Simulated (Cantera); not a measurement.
Input: 1 mol HgO, 62 mol H₂, held at 56.0 Pa.

Method: chemical equilibrium by Gibbs-energy minimisation in Cantera with the NASA 1993 tables (ideal gas, pure condensed phases). Candidate condensed phases: H₂O, Hg, HgO; 10 gas species. Equilibrium is a limit: real reactors are often held back by kinetics, nucleation or transport. All values below are at 1025 K.

Base state: H₂ 0.968, H₂O 0.0159, Hg 0.0159 (mole fractions); condensed: gas only.

Problem. What changes in the equilibrium state with this change: H₂ from 62 to 0.71 mol?

Solution. 
```
species  before    after
-------  ------  -------
Hg       0.0159    0.539
H₂O      0.0159    0.383
O₂        <1e-9   0.0782
H₂        0.968  1.05e-8
```
